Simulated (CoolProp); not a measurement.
Model: reference Helmholtz-energy equation of state, Lemmon 2006, in CoolProp. It is a short technical equation, of lower accuracy than the large ones.

Give the vapour pressure (kPa), liquid viscosity (µPa s), liquid conductivity (mW/(m K)) of saturated C2F6 (R116) at 241, 252.6, 254.5 K.


| T (K) | p (kPa) | liquid viscosity (µPa s) | liquid conductivity (mW/(m K)) |
|---|---|---|---|
| 241 | 710 | 193 | 57.9 |
| 252.6 | 1030 | 158 | 53.2 |
| 254.5 | 1090 | 153 | 52.4 |

Viscosity comes from a separate model (Huber 2003), an estimate that may be off by 10 % or more. Thermal conductivity comes from a separate model (Huber 2003), an estimate that may be off by 10 % or more.
